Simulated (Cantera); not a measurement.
# Equilibrium for silicon nitride deposition: Si2Cl6 + NH3

Input: 1 mol Si2Cl6, a varied amount of NH3, equilibrated at 0.000160 bar.

These are equilibrium values from Cantera (NASA tables, ideal gas, pure condensed phases), not measurements of a reactor. Candidate condensed phases: NH4Cl, Si, Si3N4; 28 gas species. The feed counts by its element totals alone. The tables' values for SiCl3 are old estimates. The numbers say what is thermodynamically allowed, not how fast it happens.

### Question
Map the stable condensed phases over T = 975, 1000, 1025, 1050, 1075, 1100, 1125, 1150, 1175, 1200, 1225, 1250, 1275, 1300 °C and n(NH3) in mol = 1.3, 1.8, 2.4, 3.2, 4.2, 5.6, 7.5, 10, 14.

### Answer
```
T in °C \ n(NH3) in mol
         1.3 1.8 2.4 3.2 4.2 5.6 7.5  10  14
   1300    A   A   A   A   A   B   B   B   B
   1275    A   A   A   A   A   B   B   B   B
   1250    A   A   A   A   A   B   B   B   B
   1225    A   A   A   A   A   B   B   B   B
   1200    A   A   A   A   A   C   C   C   C
   1175    A   A   A   A   C   C   C   C   C
   1150    A   A   A   C   C   C   C   C   C
   1125    A   A   C   C   C   C   C   C   C
   1100    A   C   C   C   C   C   C   C   C
   1075    C   C   C   C   C   C   C   C   C
   1050    C   C   C   C   C   C   C   C   C
   1025    C   C   C   C   C   C   C   C   C
   1000    C   C   C   C   C   C   C   C   C
    975    C   C   C   C   C   C   C   C   C
```
A: gas only; B: Si; C: Si3N4.
